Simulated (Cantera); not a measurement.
A closed system holds: 1 mol Ta, 0.55 mol CH4, at 2327 °C and 10.0 Torr.

These are equilibrium values from Cantera (NASA tables, ideal gas, pure condensed phases), not measurements of a reactor. Candidate condensed phases: C, C6H6, C7H8, C8H18, Ta, TaC; 77 gas species. Mutual solubility and eutectic melting of coexisting phases are not modelled. TaC: taken at fixed stoichiometry. Condensed phases not in the tables: Ta2C, N, O or C dissolved in the metal. The numbers say what is thermodynamically allowed, not how fast it happens.

Base state: H2 0.718, H 0.282 (mole fractions); condensed: Ta(s) + TaC(s).

### Question
What changes in the equilibrium state with this change: temperature from 2327 °C to 602 °C?

### Answer
```tsv
species	before	after
H2	0.718	1.00
H	0.282	<1e-9
Ta(s), mol	0.450	0.450
TaC(s), mol	0.550	0.550
```
